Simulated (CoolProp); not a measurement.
The fluoroketone C6F12O (FK-5-1-12) at several states: density (kg/m³) from the reference equation and from simpler models built on Tc = 168.7 °C, pc = 18.69 bar, ω = 0.471; each cubic takes its own stable root.

The numbers come from the reference Helmholtz-energy equation of state, McLinden 2015 in CoolProp.

| T (°C) | p (bar) | phase | reference |
|---|---|---|---|
| 202.65 | 11.6 | gas | 113.0 |
| 16.55 | 1.17 | liquid | 1628 |
| 222.75 | 1.57 | gas | 12.27 |
| 67.15 | 2.73 | liquid | 1467 |
| 67.85 | 5.7 | liquid | 1467 |

**Question.** How far does each simpler model (van der Waals, Redlich-Kwong, Soave-Redlich-Kwong, Peng-Robinson) lie from the reference over these 5 states: mean and median of the absolute difference, and the worst?

**Answer.** 
- van der Waals: mean 58.3 %, median 94.5 %, worst -99.0 % at 16.55 °C and 1.17 bar
- Redlich-Kwong: mean 26.0 %, median 14.6 %, worst -97.7 % at 67.15 °C and 2.73 bar
- Soave-Redlich-Kwong: mean 5.6 %, median 8.7 %, worst -9.3 % at 67.15 °C and 2.73 bar
- Peng-Robinson: mean 2.1 %, median 2.7 %, worst +3.1 % at 16.55 °C and 1.17 bar

At some of these states van der Waals, Redlich-Kwong gives the other phase, because its saturation line lies elsewhere.
